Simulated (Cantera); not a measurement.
Charge: 1 mol Cu2O, 1.8 mol CO, held at 2127 °C and 0.00310 bar.

These are equilibrium values from Cantera (NASA tables, ideal gas, pure condensed phases), not measurements of a reactor. Candidate condensed phases: C, Cu, CuO, Cu2O; 15 gas species. Kinetics and transport are ignored.

Base state: Cu 0.492, CO 0.297, CO2 0.146, O2 0.0352, O 0.0292, CuO 0.000396, Cu2 0.000100 (mole fractions); condensed: gas only.

What changes in the equilibrium state with this change: 0.3 mol O2 added?


| species | before | after |
|---|---|---|
| Cu | 0.492 | 0.463 |
| CO | 0.297 | 0.242 |
| CO2 | 0.146 | 0.175 |
| O2 | 0.0352 | 0.0761 |
| O | 0.0292 | 0.0430 |
| CuO | 0.000396 | 0.000548 |
| Cu2 | 0.000100 | 8.88e-5 |
